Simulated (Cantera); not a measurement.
# Equilibrium for carbon deposition, reforming and gasification: CH₃OH + CO₂ + N₂

A closed system holds: 1 mol CH₃OH, a varied amount of CO₂, 1.2 mol N₂, held at 1100 K and 0.0400 bar.

Equilibrium computed with Cantera from the NASA thermochemical tables; the gas is ideal and each condensed phase is pure. Candidate condensed phases: C, C₆H₆, C₇H₈, C₈H₁₈, H₂O; 136 gas species. Kinetics and transport are ignored.

| n(CO₂) (mol) | x H₂ | x CO | x CO₂ | x N₂ | x H₂O | x CH₄ | x NH₃ | x HCN |
|---|---|---|---|---|---|---|---|---|
| 0.07 | 0.458 | 0.245 | 0.00567 | 0.281 | 0.0107 | 1.12e-5 | 2.09e-6 | 2.98e-7 |
| 0.11 | 0.448 | 0.249 | 0.00904 | 0.278 | 0.0165 | 6.94e-6 | 2.01e-6 | 1.89e-7 |
| 0.18 | 0.431 | 0.254 | 0.0151 | 0.274 | 0.0260 | 4.02e-6 | 1.88e-6 | 1.15e-7 |
| 0.29 | 0.406 | 0.262 | 0.0251 | 0.267 | 0.0395 | 2.28e-6 | 1.70e-6 | 7.07e-8 |
| 0.47 | 0.370 | 0.272 | 0.0424 | 0.257 | 0.0583 | 1.22e-6 | 1.45e-6 | 4.24e-8 |
| 0.75 | 0.323 | 0.283 | 0.0703 | 0.242 | 0.0812 | 6.03e-7 | 1.15e-6 | 2.50e-8 |
| 1.2 | 0.264 | 0.292 | 0.116 | 0.222 | 0.106 | 2.59e-7 | 8.13e-7 | 1.39e-8 |
| 1.9 | 0.200 | 0.292 | 0.184 | 0.197 | 0.128 | 9.40e-8 | 5.05e-7 | 7.21e-9 |
| 3.1 | 0.134 | 0.277 | 0.285 | 0.164 | 0.140 | 2.45e-8 | 2.53e-7 | 3.14e-9 |
x: gas mole fraction; nothing condenses.

From 0.07 mol CO₂ to 3.1 mol CO₂ nothing is condensed. The main C-bearing gas is CO at 0.07 mol CO₂ and CO₂ at 3.1 mol CO₂.
